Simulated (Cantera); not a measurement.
Input: 1 mol Si2Cl6, 13 mol NH3, 23 mol N2, at 1727 °C and 0.00133 bar.

These are equilibrium values from Cantera (NASA tables, ideal gas, pure condensed phases), not measurements of a reactor. Candidate condensed phases: NH4Cl, Si, Si3N4; 28 gas species. The feed counts by its element totals alone. The tables' values for SiCl, SiN, SiCl3 are old estimates; treat these amounts as uncertain. Gases not in the tables: Si2H6 and higher silanes. Kinetics and transport are ignored.

Base state: N2 0.549, H2 0.316, HCl 0.0692, H 0.0250, SiCl2 0.0181, Si 0.0163, Cl 0.00409, SiCl 0.00217 (mole fractions); condensed: gas only.

**Question.** What changes in the equilibrium state with this change: pressure from 0.00133 bar to 0.130 bar?

**Answer.** 
```tsv
species	before	after
N2	0.549	0.566
H2	0.316	0.342
HCl	0.0692	0.0612
H	0.0250	0.00264
Si	0.0163	0.000335
SiCl2	0.0181	0.0262
Si2	8.38e-5	3.47e-6
SiCl3	1.87e-5	0.000228
Si(l), mol	0	0.574
```
The tables' values for SiCl, SiCl3, SiN are old estimates; treat these amounts as uncertain.
